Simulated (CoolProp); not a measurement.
Diethyl ether along the isotherm 443.9 K: Z from the reference equation and from simpler models built on Tc = 467.9 K, pc = 3.717 MPa, ω = 0.282; each cubic takes its own stable root.

Model: reference Helmholtz-energy equation of state, Thol 2014, in CoolProp.

| p (MPa) | phase | reference |
|---|---|---|
| 0.00588 | gas | 0.9994 |
| 0.00992 | gas | 0.9989 |
| 0.0167 | gas | 0.9982 |
| 0.0282 | gas | 0.9969 |
| 0.0477 | gas | 0.9948 |
| 0.0805 | gas | 0.9911 |
| 0.136 | gas | 0.9849 |
| 0.229 | gas | 0.9744 |
| 0.387 | gas | 0.9560 |
| 0.653 | gas | 0.9234 |
| 1.1 | gas | 0.8632 |
| 1.86 | gas | 0.7376 |

How far does each simpler model (Pitzer virial, Redlich-Kwong) lie from the reference over these 12 states: mean and median of the absolute difference, and the worst?


- Pitzer virial: mean 0.8 %, median 0.0 %, worst +7.2 % at 443.9 K and 1.86 MPa
- Redlich-Kwong: mean 0.4 %, median 0.0 %, worst +3.3 % at 443.9 K and 1.86 MPa
